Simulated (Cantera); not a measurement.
What does this Cantera script print?

```python
import numpy as np
import cantera as ct

gas = ct.Solution("gri30.yaml")
gas.TPX = 2000, 1000000, {'CH4': 1, 'H2O': 0.44}
reactor = ct.IdealGasConstPressureReactor(gas, energy="off", clone=False)
net = ct.ReactorNet([reactor])
net.rtol, net.atol = 1e-08, 1e-18
show = ['CH4', 'H2O', 'CH2CO', 'CO2', 'CO', 'H']
times = np.geomspace(4e-06, 5, 10)

steps = ct.SolutionArray(gas, extra=["t"])
rows = []
print(f"{'t/s':>10s}{'T/K':>9s}{'P/Pa':>11s}" + "".join(f"{s:>11s}" for s in show))
for t in times:
    while net.time < t:
        t_next = net.step()
        steps.append(gas.state, t=t_next)
    rows.append([np.interp(t, steps.t, y) for y in (steps.T, steps.P, *steps(*show).X.T)])
    print(f"{t:10.3e}{rows[-1][0]:9.1f}{rows[-1][1]:11.4g}" + "".join(f"{x:11.3e}" for x in rows[-1][2:]))
rate = np.gradient(steps.T, steps.t)
print("integrator steps:", len(steps.t))
if steps.T.max() > steps.T[0] + 200:
    print(f"time of steepest temperature rise: {steps.t[rate.argmax()]:.4e} s")
gas.TPX = 2000, 1000000, {'CH4': 1, 'H2O': 0.44}
gas.equilibrate("TP")
print(f"equilibrium (TP): T = {gas.T:.1f} K  " + "  ".join(f"{s} {gas[s].X[0]:.3e}" for s in show))
```

It prints:

```
       t/s      T/K       P/Pa        CH4        H2O      CH2CO        CO2         CO          H
 4.000e-06   2000.0      1e+06  6.129e-01  2.974e-01  6.352e-07  9.403e-08  1.247e-04  8.375e-05
 1.903e-05   2000.0      1e+06  3.861e-01  2.556e-01  4.491e-05  7.693e-06  1.396e-03  2.118e-04
 9.056e-05   2000.0      1e+06  1.736e-01  2.073e-01  8.841e-05  9.972e-05  4.992e-03  3.197e-04
 4.309e-04   2000.0      1e+06  6.295e-02  1.699e-01  8.296e-05  7.879e-04  1.796e-02  3.881e-04
 2.050e-03   2000.0      1e+06  3.767e-02  1.132e-01  4.923e-05  2.238e-03  5.938e-02  4.171e-04
 9.755e-03   2000.0      1e+06  3.073e-02  3.496e-02  1.273e-05  1.388e-03  1.260e-01  4.343e-04
 4.642e-02   2000.0      1e+06  2.727e-02  8.795e-04  2.443e-06  4.179e-05  1.567e-01  4.418e-04
 2.209e-01   2000.0      1e+06  2.717e-02  1.080e-05  2.226e-06  5.107e-07  1.575e-01  4.420e-04
 1.051e+00   2000.0      1e+06  2.717e-02  1.080e-05  2.226e-06  5.107e-07  1.575e-01  4.420e-04
 5.000e+00   2000.0      1e+06  2.717e-02  1.080e-05  2.226e-06  5.107e-07  1.575e-01  4.420e-04
integrator steps: 1692
equilibrium (TP): T = 2000.0 K  CH4 2.717e-02  H2O 1.094e-05  CH2CO 2.228e-06  CO2 5.169e-07  CO 1.575e-01  H 4.420e-04
```

Computed with Cantera and GRI-Mech 3.0 (53 species, 325 reactions). GRI-Mech 3.0 stops at C3 and has no aromatics, soot or wall deposition, so with more carbon than oxygen in the feed, carbon stays in small species such as C2H2 where larger ones or solid carbon would form.
